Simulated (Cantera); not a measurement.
Input (Python, Cantera):

```python
import numpy as np
import cantera as ct

gas = ct.Solution("gri30.yaml")
gas.TPX = 1075, 120000, {'N2O': 1, 'N2': 2.2}
reactor = ct.IdealGasConstPressureReactor(gas, energy="off", clone=False)
net = ct.ReactorNet([reactor])
net.rtol, net.atol = 1e-08, 1e-18
show = ['N2O', 'O', 'NO', 'NO2', 'O2']
times = np.geomspace(5e-06, 9, 15)

steps = ct.SolutionArray(gas, extra=["t"])
rows = []
print(f"{'t/s':>10s}{'T/K':>9s}{'P/Pa':>11s}" + "".join(f"{s:>11s}" for s in show))
for t in times:
    while net.time < t:
        t_next = net.step()
        steps.append(gas.state, t=t_next)
    rows.append([np.interp(t, steps.t, y) for y in (steps.T, steps.P, *steps(*show).X.T)])
    print(f"{t:10.3e}{rows[-1][0]:9.1f}{rows[-1][1]:11.4g}" + "".join(f"{x:11.3e}" for x in rows[-1][2:]))
rate = np.gradient(steps.T, steps.t)
print("integrator steps:", len(steps.t))
if steps.T.max() > steps.T[0] + 200:
    print(f"time of steepest temperature rise: {steps.t[rate.argmax()]:.4e} s")
gas.TPX = 1075, 120000, {'N2O': 1, 'N2': 2.2}
gas.equilibrate("TP")
print(f"equilibrium (TP): T = {gas.T:.1f} K  " + "  ".join(f"{s} {gas[s].X[0]:.3e}" for s in show))
```

Output:

```
       t/s      T/K       P/Pa        N2O          O         NO        NO2         O2
 5.000e-06   1075.0    1.2e+05  3.125e-01  3.427e-08  4.238e-10  1.912e-17  3.300e-09
 1.399e-05   1075.0    1.2e+05  3.125e-01  8.111e-08  2.968e-09  9.395e-16  2.311e-08
 3.914e-05   1075.0    1.2e+05  3.125e-01  1.502e-07  1.757e-08  3.279e-14  1.368e-07
 1.095e-04   1075.0    1.2e+05  3.125e-01  1.881e-07  7.714e-08  6.318e-13  6.008e-07
 3.063e-04   1075.0    1.2e+05  3.125e-01  1.906e-07  2.563e-07  6.970e-12  1.996e-06
 8.570e-04   1075.0    1.2e+05  3.125e-01  1.906e-07  7.584e-07  6.113e-11  5.906e-06
 2.398e-03   1075.0    1.2e+05  3.125e-01  1.906e-07  2.163e-06  4.944e-10  1.685e-05
 6.708e-03   1075.0    1.2e+05  3.124e-01  1.905e-07  6.088e-06  3.847e-09  4.744e-05
 1.877e-02   1075.0    1.2e+05  3.122e-01  1.905e-07  1.705e-05  2.890e-08  1.330e-04
 5.251e-02   1075.0    1.2e+05  3.116e-01  1.903e-07  4.754e-05  2.007e-07  3.718e-04
 1.469e-01   1075.0    1.2e+05  3.099e-01  1.896e-07  1.318e-04  1.163e-06  1.036e-03
 4.110e-01   1075.0    1.2e+05  3.054e-01  1.874e-07  3.621e-04  4.922e-06  2.868e-03
 1.150e+00   1075.0    1.2e+05  2.933e-01  1.813e-07  9.722e-04  1.553e-05  7.783e-03
 3.217e+00   1075.0    1.2e+05  2.631e-01  1.662e-07  2.450e-03  4.128e-05  2.009e-02
 9.000e+00   1075.0    1.2e+05  1.993e-01  1.338e-07  5.323e-03  9.141e-05  4.620e-02
integrator steps: 685
equilibrium (TP): T = 1075.0 K  N2O 5.009e-09  O 4.430e-10  NO 5.693e-05  NO2 1.651e-06  O2 1.351e-01
```

Computed with Cantera and GRI-Mech 3.0 (53 species, 325 reactions). GRI-Mech 3.0 was tuned for natural gas; its chemistry of N2O as a main component is partial and can be far from experiment. The mechanism lacks the step 2 NO + O2 → 2 NO2, which can matter for NO2 below about 1400 K. The temperature is held fixed by assumption; the heat of reaction is taken as removed at once.
